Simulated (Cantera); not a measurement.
## Halide evaporation, hydrolysis and transport: MgCl2 + HCl + N2 + H2O

Charge: 1 mol MgCl2, 1 mol HCl, 2.2 mol N2, 6.3 mol H2O, at 1775 °C.

Method: chemical equilibrium by Gibbs-energy minimisation in Cantera with the NASA 1993 tables (ideal gas, pure condensed phases). Candidate condensed phases: H2O, Mg, MgCl2, MgO, Mg(OH)2, NH4Cl; 38 gas species. The numbers say what is thermodynamically allowed, not how fast it happens.

From 0.100 Pa to 1.00 Pa nothing is condensed. From 10.0 Pa to 1.00 bar the condensed part is MgO(s). The main Mg-bearing gas is Mg at 0.100 Pa and MgCl2 at 1.00 bar.

```json
[
 {"P (Pa)": "0.100", "x H2O": "0.0173", "x H": "0.446", "x HCl": "0.0141", "x N2": "0.0957", "x O": "0.172", "x Cl": "0.117", "x H2": "0.0397", "x Mg": "0.0437", "x O2": "0.0321", "x OH": "0.0212", "x MgCl2": "7.64e-7", "n MgO(s)": "0"},
 {"P (Pa)": "1", "x H2O": "0.160", "x H": "0.212", "x HCl": "0.0656", "x N2": "0.132", "x O": "0.0700", "x Cl": "0.115", "x H2": "0.0900", "x Mg": "0.0597", "x O2": "0.0532", "x OH": "0.0410", "x MgCl2": "9.98e-5", "n MgO(s)": "0"},
 {"P (Pa)": "10", "x H2O": "0.334", "x H": "0.0585", "x HCl": "0.131", "x N2": "0.165", "x O": "0.0193", "x Cl": "0.0831", "x H2": "0.0682", "x Mg": "0.0607", "x O2": "0.0404", "x OH": "0.0311", "x MgCl2": "0.00534", "n MgO(s)": "0.0931"},
 {"P (Pa)": "100", "x H2O": "0.442", "x H": "0.0159", "x HCl": "0.202", "x N2": "0.196", "x O": "0.00347", "x Cl": "0.0472", "x H2": "0.0503", "x Mg": "0.00338", "x O2": "0.0131", "x OH": "0.0152", "x MgCl2": "0.00958", "n MgO(s)": "0.849"},
 {"P (Pa)": "1000", "x H2O": "0.484", "x H": "0.00363", "x HCl": "0.232", "x N2": "0.204", "x O": "0.000725", "x Cl": "0.0237", "x H2": "0.0263", "x Mg": "0.000162", "x O2": "0.00571", "x OH": "0.00727", "x MgCl2": "0.0115", "n MgO(s)": "0.872"},
 {"P (Pa)": "10000", "x H2O": "0.503", "x H": "0.000802", "x HCl": "0.246", "x N2": "0.207", "x O": "0.000154", "x Cl": "0.0114", "x H2": "0.0128", "x Mg": "7.59e-6", "x O2": "0.00259", "x OH": "0.00342", "x MgCl2": "0.0125", "n MgO(s)": "0.866"},
 {"P (Pa)": "100000", "x H2O": "0.511", "x H": "0.000175", "x HCl": "0.253", "x N2": "0.208", "x O": "3.28e-5", "x Cl": "0.00535", "x H2": "0.00614", "x Mg": "3.57e-7", "x O2": "0.00117", "x OH": "0.00159", "x MgCl2": "0.0130", "n MgO(s)": "0.862"}
]
```
x: gas mole fraction; n: condensed amount in mol.
